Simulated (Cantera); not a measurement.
Input (Python, Cantera) and output of one run.

```python
import numpy as np
import cantera as ct

gas_names = [...]  # 113 gases of nasa_gas.yaml made of C, Cu, H, O
cond_names = """
    C(gr) C6H6(L) C7H8(L) C8H18(L),n-octa Cu(cr) Cu(L) CuO(s) CuO2H2(s) Cu2O(s) Cu2O(L) H2O(s) H2O(L)
""".split()


# ... load() reads the species with a 1 bar reference pressure and builds the phases ...
atoms = {
    'Cu': {'Cu': 1},
    'CO2': {'C': 1, 'O': 2},
    'H2': {'H': 2},
}
top_T = {'C(gr)': 4500, 'CuO(s)': 1390}  # K; cautious upper limits of use, not melting points


# ... equilibrate(T, P, feed) seeds the gas with the atoms and calls Mixture.equilibrate('TP', solver="vcs", rtol=1e-11, max_steps=5000) ...
results = []
T = 798.15  # K
P = 120000  # Pa
for m in [1.4, 2.9, 6.1, 13, 26, 55, 110, 230]:
    feed = {'Cu': 1, 'CO2': 1.6, 'H2': m}  # mol
    mix = equilibrate(T, P, feed)
    results.append((T, P, feed, dict(zip(mix.species_names, mix.species_moles))))

top = {s: max(r[3][s] / sum(r[3][g] for g in gas_names) for r in results) for s in gas_names}
cols = sorted((s for s in top if top[s] > 0.0001), key=lambda s: -top[s])[:8]
seen = [c for c in cond_names if any(r[3].get(c, 0) > 1e-12 for r in results)]
print("log10 of partial pressures in bar; condensed amounts in mol")
print(f"{'n(H2)':>10s}" + "".join(f"{s[:9]:>10s}" for s in cols + seen))
for T, P, feed, n in results:
    ng = sum(n[g] for g in gas_names)
    print(f"{feed['H2']:10.4g}" + "".join(f"{np.log10(max(n[s] / ng * P / 1e5, 1e-99)):10.3f}" for s in cols)
          + "".join(f"{n.get(c, 0):10.4g}" for c in seen))
```

It prints:

```
log10 of partial pressures in bar; condensed amounts in mol
     n(H2)        H2       CO2       H2O       CH4        CO     C(gr)    Cu(cr)
       1.4    -0.706    -0.273    -0.463    -1.270    -1.147    0.1789         1
       2.9    -0.515    -0.515    -0.393    -0.888    -1.268    0.1374         1
       6.1    -0.348    -0.968    -0.377    -0.706    -1.571         0         1
        13    -0.142    -2.154    -0.505    -0.811    -2.422         0         1
        26    -0.015    -3.560    -0.806    -1.108    -3.400         0         1
        55     0.038    -4.787    -1.144    -1.445    -4.235         0         1
       110     0.060    -5.792    -1.451    -1.752    -4.913         0         1
       230     0.070    -6.805    -1.774    -2.076    -5.591         0         1
```

Method: chemical equilibrium by Gibbs-energy minimisation in Cantera with the NASA 1993 tables (ideal gas, pure condensed phases).
